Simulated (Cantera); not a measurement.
# Low-pressure radical oxidation in H2/O2

An isothermal, constant-pressure homogeneous reactor starts with H2 : O2 : N2 = 0.33 : 1 : 4.4 (molar parts), equivalence ratio 0.17, at 1098 K and 0.0132 atm.

Computed with Cantera and the H2/O2 subset of GRI-Mech 3.0, which has no nitrogen chemistry. Radical loss at walls, strong at low pressure, is not modelled. The temperature is held fixed by assumption; the heat of reaction is taken as removed at once.

```csv
t (s),x H2,x O2,x HO2,x OH,x O,x H2O2
1.00e-5,0.0576,0.175,1.12e-11,<1e-12,<1e-12,<1e-12
3.64e-5,0.0576,0.175,4.07e-11,1.58e-12,1.75e-12,<1e-12
0.000133,0.0576,0.175,1.49e-10,1.51e-11,2.05e-11,<1e-12
0.000484,0.0576,0.175,5.43e-10,1.24e-10,2.28e-10,<1e-12
0.00176,0.0576,0.175,2.08e-9,3.69e-9,7.55e-9,3.12e-12
0.00643,0.0562,0.174,1.04e-6,0.000155,0.000321,2.59e-9
0.0234,0.00248,0.145,1.29e-6,0.00165,0.0134,4.17e-8
0.0854,0.00121,0.148,1.28e-6,0.00115,0.00566,5.87e-8
0.311,0.000145,0.150,8.11e-7,0.000389,0.000640,6.35e-8
1.13,8.47e-6,0.150,1.59e-7,9.44e-5,3.77e-5,2.30e-8
4.13,8.57e-7,0.150,2.29e-8,3.06e-5,3.94e-6,5.55e-9
15.1,1.43e-7,0.150,4.35e-9,1.26e-5,6.71e-7,1.38e-9
54.9,3.07e-8,0.150,1.14e-9,5.88e-6,1.46e-7,3.58e-10
200,7.62e-9,0.150,5.98e-10,2.94e-6,3.66e-8,9.81e-11
```
x: mole fraction; the columns are a selection and need not sum to one.

Equilibrium at this temperature and pressure: H2 1.67e-9, O2 0.150, HO2 7.90e-10, OH 1.38e-6, O 8.01e-9, H2O2 2.35e-11 (gas phase only).
